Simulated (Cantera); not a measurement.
Charge: 1 mol C, 0.58 mol H2, a varied amount of N2, held at 1627 °C and 2300000 Pa.

These are equilibrium values from Cantera (NASA tables, ideal gas, pure condensed phases), not measurements of a reactor. Candidate condensed phases: C, C6H6, C7H8, C8H18; 92 gas species. The numbers say what is thermodynamically allowed, not how fast it happens.

log p: log10 of the partial pressure in bar; n: condensed amount in mol.

```json
[
 {"n(N2) (mol)": "0.5", "log p N2": "1.03", "log p H2": "1.08", "log p HCN": "-0.96", "log p CH4": "-1.08", "log p HNC": "-2.28", "n C(graphite)": "0.990"},
 {"n(N2) (mol)": "0.7", "log p N2": "1.10", "log p H2": "1.01", "log p HCN": "-0.96", "log p CH4": "-1.23", "log p HNC": "-2.28", "n C(graphite)": "0.990"},
 {"n(N2) (mol)": "0.99", "log p N2": "1.16", "log p H2": "0.92", "log p HCN": "-0.97", "log p CH4": "-1.40", "log p HNC": "-2.30", "n C(graphite)": "0.989"},
 {"n(N2) (mol)": "1.4", "log p N2": "1.21", "log p H2": "…", "log p HCN": "-1.00", "log p CH4": "…", "log p HNC": "-2.32", "n C(graphite)": "0.988"},
 {"n(N2) (mol)": "2", "log p N2": "1.25", "log p H2": "0.71", "log p HCN": "-1.03", "log p CH4": "-1.84", "log p HNC": "-2.36", "n C(graphite)": "0.987"},
 {"n(N2) (mol)": "2.8", "log p N2": "1.28", "log p H2": "0.59", "log p HCN": "-1.08", "log p CH4": "-2.07", "log p HNC": "-2.41", "n C(graphite)": "0.985"},
 {"n(N2) (mol)": "4", "log p N2": "1.30", "log p H2": "0.46", "log p HCN": "-1.13", "log p CH4": "-2.34", "log p HNC": "-2.46", "n C(graphite)": "0.983"},
 {"n(N2) (mol)": "5.6", "log p N2": "1.32", "log p H2": "…", "log p HCN": "…", "log p CH4": "…", "log p HNC": "…", "n C(graphite)": "0.981"},
 {"n(N2) (mol)": "7.9", "log p N2": "1.33", "log p H2": "0.19", "log p HCN": "-1.25", "log p CH4": "-2.88", "log p HNC": "-2.58", "n C(graphite)": "0.977"},
 {"n(N2) (mol)": "11", "log p N2": "1.34", "log p H2": "0.05", "log p HCN": "-1.32", "log p CH4": "-3.15", "log p HNC": "-2.64", "n C(graphite)": "0.974"},
 {"n(N2) (mol)": "16", "log p N2": "1.35", "log p H2": "-0.11", "log p HCN": "-1.39", "log p CH4": "-3.46", "log p HNC": "-2.72", "n C(graphite)": "0.969"},
 {"n(N2) (mol)": "22", "log p N2": "1.35", "log p H2": "-0.24", "log p HCN": "-1.46", "log p CH4": "-3.74", "log p HNC": "-2.79", "n C(graphite)": "0.964"}
]
```

Task: What belongs in the gaps?

Result: 
- 5.6, log p H2: 0.33
- 5.6, log p HCN: -1.19
- 5.6, log p CH4: -2.60
- 5.6, log p HNC: -2.52
- 1.4, log p H2: 0.82
- 1.4, log p CH4: -1.61
